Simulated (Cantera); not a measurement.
## Catalytic stagnation flow on Pt

A jet of 1.41 % CH4, 13.0 % O2, 85.6 % N2 at 300 K and 158 Torr hits a platinum plate 5.6 cm away at a mass flux of 0.049 kg/m²/s; the plate temperature is set and raised in steps from an oxygen-covered start.

Computed with Cantera and Deutschmann's 1995 Pt surface mechanism with GRI-Mech 3.0 gas chemistry. Catalytic surfaces can have several steady states; this one follows from the mechanism file's or the stated starting coverage.

| plate T (K) | wall x CH4 | wall x O2 | wall x H2O | wall x OH | wall x CO | wall x CO2 | θ free Pt | θ O* | θ OH* |
|---|---|---|---|---|---|---|---|---|---|
| 850 | 0.0107 | 0.123 | 0.00642 | <1e-8 | 2.53e-6 | 0.00419 | 0.104 | 0.895 | 0.000935 |
| 900 | 0.00785 | 0.117 | 0.0116 | 1.74e-8 | 2.64e-6 | 0.00760 | 0.157 | 0.842 | 0.00119 |
| 950 | 0.00540 | 0.112 | 0.0162 | 5.37e-8 | 2.49e-6 | 0.0106 | 0.216 | 0.783 | 0.00130 |
| 1000 | 0.00370 | 0.108 | 0.0193 | 1.44e-7 | 2.28e-6 | 0.0126 | 0.279 | 0.720 | 0.00129 |
| 1050 | 0.00261 | 0.106 | 0.0212 | 3.44e-7 | 2.12e-6 | 0.0139 | 0.343 | 0.656 | 0.00121 |
x: mole fraction at the wall; θ: surface coverage.
